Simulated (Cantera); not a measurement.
Input: 1 mol CH3OH, 0.62 mol H2, 1.3 mol N2, 0.32 mol CO2, equilibrated at 1600000 Pa.

These are equilibrium values from Cantera (NASA tables, ideal gas, pure condensed phases), not measurements of a reactor. Candidate condensed phases: C, C6H6, C7H8, C8H18, H2O; 136 gas species. Equilibrium is a limit: real reactors are often held back by kinetics, nucleation or transport.

x: gas mole fraction; n: condensed amount in mol.

| T (K) | x H2 | x N2 | x H2O | x CO | x CH4 | x CO2 | x NH3 | n C(graphite) |
|---|---|---|---|---|---|---|---|---|
| 723 | 0.0485 | 0.369 | 0.293 | 0.00185 | 0.201 | 0.0855 | 0.000729 | 0.306 |
| 773 | 0.0751 | 0.364 | 0.275 | 0.00479 | 0.191 | 0.0898 | 0.000787 | 0.299 |
| 823 | 0.109 | 0.356 | 0.254 | 0.0110 | 0.177 | 0.0925 | 0.000819 | 0.296 |
| 873 | 0.149 | 0.346 | 0.229 | 0.0226 | 0.159 | 0.0927 | 0.000821 | 0.289 |
| 923 | 0.193 | 0.334 | 0.201 | 0.0421 | 0.139 | 0.0894 | 0.000794 | 0.268 |
| 973 | 0.239 | 0.320 | 0.170 | 0.0713 | 0.118 | 0.0815 | 0.000741 | … |
| 1023 | 0.283 | 0.304 | 0.136 | 0.110 | 0.0965 | 0.0690 | 0.000668 | … |
| 1073 | 0.323 | 0.288 | 0.104 | 0.154 | 0.0769 | 0.0533 | 0.000585 | … |
| 1123 | 0.363 | 0.275 | 0.0826 | 0.187 | 0.0537 | 0.0388 | 0.000515 | 0 |
| 1173 | 0.397 | 0.264 | 0.0696 | 0.207 | 0.0329 | 0.0285 | 0.000448 | 0 |
| 1223 | 0.421 | 0.257 | 0.0604 | 0.221 | 0.0187 | 0.0217 | 0.000381 | 0 |

Problem. Complete the blanks.

Solution. 
- 973, n C(graphite): 0.222
- 1023, n C(graphite): 0.145
- 1073, n C(graphite): 0.0401
